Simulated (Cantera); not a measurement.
A perfectly stirred reactor is fed with 74.6 % CH4, 25.4 % CO2, at 4.93 atm; it is held at 1950 K, and followed from long to short residence time.

Computed with Cantera and GRI-Mech 3.0 (53 species, 325 reactions). GRI-Mech 3.0 stops at C3 and has no aromatics, soot or wall deposition, so with more carbon than oxygen in the feed, carbon stays in small species such as C2H2 where larger ones or solid carbon would form.

x: mole fraction; the columns are a selection and need not sum to one.

```json
[
 {"τ (s)": "29", "x CH4": "0.0166", "x CO2": "9.61e-6", "x OH": "4.87e-9", "x H2O": "8.10e-5", "x C2H": "1.19e-6"},
 {"τ (s)": "10", "x CH4": "0.0166", "x CO2": "2.67e-5", "x OH": "1.34e-8", "x H2O": "0.000223", "x C2H": "1.19e-6"},
 {"τ (s)": "3.6", "x CH4": "0.0168", "x CO2": "7.29e-5", "x OH": "3.65e-8", "x H2O": "0.000606", "x C2H": "1.19e-6"},
 {"τ (s)": "1.3", "x CH4": "0.0173", "x CO2": "0.000198", "x OH": "9.90e-8", "x H2O": "0.00165", "x C2H": "1.20e-6"},
 {"τ (s)": "0.44", "x CH4": "0.0187", "x CO2": "0.000565", "x OH": "2.81e-7", "x H2O": "0.00465", "x C2H": "1.21e-6"},
 {"τ (s)": "0.16", "x CH4": "___", "x CO2": "___", "x OH": "___", "x H2O": "___", "x C2H": "1.26e-6"},
 {"τ (s)": "0.054", "x CH4": "0.0289", "x CO2": "0.00356", "x OH": "1.68e-6", "x H2O": "0.0274", "x C2H": "1.36e-6"},
 {"τ (s)": "0.019", "x CH4": "___", "x CO2": "___", "x OH": "___", "x H2O": "___", "x C2H": "___"},
 {"τ (s)": "0.0067", "x CH4": "0.0631", "x CO2": "0.0157", "x OH": "5.17e-6", "x H2O": "0.0801", "x C2H": "1.71e-6"},
 {"τ (s)": "0.0023", "x CH4": "0.101", "x CO2": "0.0339", "x OH": "6.49e-6", "x H2O": "0.0972", "x C2H": "1.80e-6"}
]
```

Task: Fill in the missing entries.

Result: 
- 0.16, x CH4: 0.0218
- 0.16, x CO2: 0.00144
- 0.16, x OH: 7.04e-7
- 0.16, x H2O: 0.0116
- 0.019, x CH4: 0.0415
- 0.019, x CO2: 0.00765
- 0.019, x OH: 3.27e-6
- 0.019, x H2O: 0.0521
- 0.019, x C2H: 1.52e-6
